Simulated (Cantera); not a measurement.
Input: 1 mol Si, 0.17 mol H2O, 6.5 mol H2, equilibrated at 2125 K and 2.50 bar.

These are equilibrium values from Cantera (NASA tables, ideal gas, pure condensed phases), not measurements of a reactor. Candidate condensed phases: H2O, Si, SiO2; 18 gas species. Gases not in the tables: Si2H6 and higher silanes. Kinetics and transport are ignored.

Base state: H2 0.973, SiO 0.0248, H 0.00226, SiH2 0.000202, Si 6.94e-5, SiH 5.57e-5, H2O 3.07e-5 (mole fractions); condensed: Si(l).

Q: What changes in the equilibrium state with this change: temperature from 2125 K to 1023.15 K?

A: 
```json
[
 {"species": "H2", "before": "0.973", "after": "1.000"},
 {"species": "H", "before": "0.00226", "after": "2.63e-9"},
 {"species": "H2O", "before": "3.07e-5", "after": "1.70e-9"},
 {"species": "SiO", "before": "0.0248", "after": "<1e-9"},
 {"species": "SiH2", "before": "0.000202", "after": "<1e-9"},
 {"species": "Si", "before": "6.94e-5", "after": "<1e-9"},
 {"species": "Si(l), mol", "before": "0.828", "after": "0"},
 {"species": "Si(s), mol", "before": "0", "after": "0.915"},
 {"species": "SiO2(β-quartz), mol", "before": "0", "after": "0.0850"}
]
```
Mutual solubility and eutectic melting of coexisting phases are not modelled.
